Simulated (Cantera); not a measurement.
Charge: 1 mol Si, 6.4 mol H2, 0.0035 mol N2, at 750 Torr.

Cantera equilibrium calculation (NASA polynomials, part measured and part estimated; ideal gas, pure solids and liquids). Candidate condensed phases: Si, Si3N4; 18 gas species. N2 is the only nitrogen source here; it is nearly inert below about 1500 K, so the nitride shown seldom forms there in practice. Mutual solubility and eutectic melting of coexisting phases are not modelled. Kinetics and transport are ignored.

x: gas mole fraction; n: condensed amount in mol.

```tsv
T (°C)	x H2	x N2	x H	x SiH2	n Si(s)	n Si3N4(s)
825	1.000	8.93e-10	2.47e-8	1.25e-9	0.995	0.00175
875	1.000	5.27e-9	7.16e-8	3.97e-9	0.995	0.00175
925	1.000	2.68e-8	1.90e-7	1.14e-8	0.995	0.00175
975	1.000	?	?	?	0.995	0.00175
1025	1.000	4.72e-7	1.07e-6	7.39e-8	0.995	0.00175
1075	1.000	1.68e-6	2.31e-6	1.69e-7	0.995	0.00174
1125	1.000	?	?	?	0.995	0.00173
1175	1.000	1.64e-5	9.22e-6	7.48e-7	0.995	0.00170
1225	1.000	4.56e-5	1.72e-5	1.46e-6	0.995	0.00160
1275	1.000	0.000118	3.08e-5	2.73e-6	0.996	0.00137
1325	1.000	0.000289	5.32e-5	4.89e-6	0.997	0.000824
1375	0.999	0.000546	8.90e-5	8.47e-6	1.000	0
```

Question: Some entries are withheld; supply them.

Answer: 
- 975, x N2: 1.19e-7
- 975, x H: 4.67e-7
- 975, x SiH2: 3.02e-8
- 1125, x N2: 5.48e-6
- 1125, x H: 4.73e-6
- 1125, x SiH2: 3.66e-7
